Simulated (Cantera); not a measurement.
Feed: 1 mol C6H6, 0.021 mol H2O, 21 mol H2, held at 673 K and 1.33 mbar.

Cantera equilibrium calculation (NASA polynomials, part measured and part estimated; ideal gas, pure solids and liquids). Candidate condensed phases: C, C6H6, C7H8, C8H18, H2O; 110 gas species. Equilibrium is a limit: real reactors are often held back by kinetics, nucleation or transport.

Task: What is the equilibrium state?

Result: 
```
Item                Value
--------------  ---------
x(H2)               0.980
x(CH4)             0.0195
x(H2O)           0.000520
x(CO)            0.000366
x(CO2)            2.38e-6
n(C(graphite))   5.53 mol
gas amount      23.57 mol
```
